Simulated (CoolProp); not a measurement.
The numbers come from the reference Helmholtz-energy equation of state, Akasaka 2022 in CoolProp.

Question: Give the vapour pressure (kPa), liquid density (kg/m³), vapour density (kg/m³), liquid cp (kJ/(kg K)) of saturated R1233zd(E) at 276.3, 283.1 K.

Answer: 
| T (K) | p (kPa) | liquid density (kg/m³) | vapour density (kg/m³) | liquid cp (kJ/(kg K)) |
|---|---|---|---|---|
| 276.3 | 55.6 | 1310 | 3.24 | 1.14 |
| 283.1 | 73.7 | 1300 | 4.22 | 1.16 |
